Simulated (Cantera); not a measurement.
## Equilibrium for silicon carbide growth: CH3SiCl3 + H2

Charge: 1 mol CH3SiCl3, 26 mol H2, held at 1748 K and 75.0 Torr.

Cantera equilibrium calculation (NASA polynomials, part measured and part estimated; ideal gas, pure solids and liquids). Candidate condensed phases: C, C6H6, C7H8, C8H18, Si, SiC; 109 gas species. The feed counts by its element totals alone. The tables' values for SiCl3 are old estimates; treat these amounts as uncertain. Equilibrium is a limit: real reactors are often held back by kinetics, nucleation or transport.

The x(H2) is 0.896, the x(HCl) is 0.102 and the x(SiCl2) comes out as 0.000727. The x(H) is 0.000684. The x(C2H2 (acetylene)) comes out as 0.000101, the x(CH4) comes out as 7.39e-5 and the x(Cl) is 6.00e-5. The x(SiCl3) comes out as 1.58e-5 and the x(SiHCl3) is 1.19e-6. The n(C(graphite)) is 0.0136 mol. The n(SiC(s)) is 0.978 mol and the gas amount is 29.01 mol. The log10 activity of Si(l) (absent) comes out as -1.72.
